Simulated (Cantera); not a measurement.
Charge: 1 mol B2O3, 140 mol H2, at 15.0 Pa.

Equilibrium computed with Cantera from the NASA thermochemical tables; the gas is ideal and each condensed phase is pure. Candidate condensed phases: B, B2O3, B3O3H3, H2O; 23 gas species. Kinetics and transport are ignored.

x: gas mole fraction; n: condensed amount in mol.

| T (K) | x H2 | x HBO | x HBO2 | x B2O3 | x H2O | n B2O3(l) |
|---|---|---|---|---|---|---|
| 798 | 1.00 | 8.26e-9 | 1.68e-9 | <1e-12 | ___ | 1.000 |
| 848 | 1.00 | 6.77e-8 | 1.38e-8 | 3.95e-12 | ___ | 1.000 |
| 898 | 1.000 | 4.04e-7 | 9.57e-8 | 9.48e-11 | ___ | 1.000 |
| 948 | 1.000 | 1.84e-6 | 5.78e-7 | 1.61e-9 | ___ | 1.000 |
| 998 | 1.000 | 6.95e-6 | 2.97e-6 | 2.03e-8 | ___ | 0.999 |
| 1048 | 1.000 | 2.33e-5 | 1.29e-5 | 1.99e-7 | ___ | 0.997 |
| 1098 | 1.000 | 7.08e-5 | 4.75e-5 | 1.58e-6 | ___ | 0.991 |
| 1148 | 1.000 | 0.000198 | 0.000153 | 1.03e-5 | ___ | 0.974 |
| 1198 | 0.999 | 0.000515 | 0.000438 | 5.74e-5 | ___ | 0.924 |
| 1248 | 0.997 | 0.00124 | 0.00114 | 0.000277 | ___ | 0.790 |
| 1298 | 0.993 | 0.00278 | 0.00275 | 0.00117 | ___ | 0.430 |

What belongs in the gaps?


- 798, x H2O: 2.82e-8
- 848, x H2O: 8.12e-8
- 898, x H2O: 2.39e-7
- 948, x H2O: 7.30e-7
- 998, x H2O: 2.10e-6
- 1048, x H2O: 5.33e-6
- 1098, x H2O: 1.19e-5
- 1148, x H2O: 2.40e-5
- 1198, x H2O: 4.41e-5
- 1248, x H2O: 7.62e-5
- 1298, x H2O: 0.000126
